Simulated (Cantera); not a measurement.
Thermodynamics of chemical vapour transport, feed Al + HI + H2

Input: 1 mol Al, a varied amount of HI, 3.5 mol H2, at 800 K and 100000 Pa.

These are equilibrium values from Cantera (NASA tables, ideal gas, pure condensed phases), not measurements of a reactor. Candidate condensed phases: Al, AlI3, I2; 11 gas species. The numbers say what is thermodynamically allowed, not how fast it happens.

From 0.1 mol HI to 1.4 mol HI the condensed part is Al(s). The main Al-bearing gas is AlI3 throughout. The share of Al in condensed phases is highest at 0.1 mol HI (96.6 %) and lowest at 1.4 mol HI (53.3 %).

| n(HI) (mol) | log p H2 | log p AlI3 | log p Al2I6 | log p AlI | n Al(s) |
|---|---|---|---|---|---|
| 0.1 | 0.00 | -2.03 | -4.85 | -4.00 | 0.966 |
| 0.21 | -0.01 | -1.72 | -4.23 | -3.90 | 0.930 |
| 0.32 | -0.01 | -1.55 | -3.89 | -3.84 | 0.893 |
| 0.42 | -0.02 | -1.45 | -3.67 | -3.80 | 0.860 |
| 0.53 | -0.02 | -1.36 | -3.49 | -3.77 | 0.823 |
| 0.64 | -0.02 | -1.28 | -3.35 | -3.75 | 0.786 |
| 0.74 | -0.03 | -1.23 | -3.24 | -3.73 | 0.753 |
| 0.85 | -0.03 | -1.18 | -3.14 | -3.72 | 0.716 |
| 0.96 | -0.03 | -1.14 | -3.06 | -3.70 | 0.679 |
| 1.1 | -0.04 | -1.09 | -2.96 | -3.69 | 0.633 |
| 1.2 | -0.04 | -1.06 | -2.91 | -3.68 | 0.599 |
| 1.3 | -0.04 | -1.04 | -2.85 | -3.67 | 0.566 |
| 1.4 | -0.05 | -1.01 | -2.81 | -3.66 | 0.533 |
log p: log10 of the partial pressure in bar; n: condensed amount in mol.
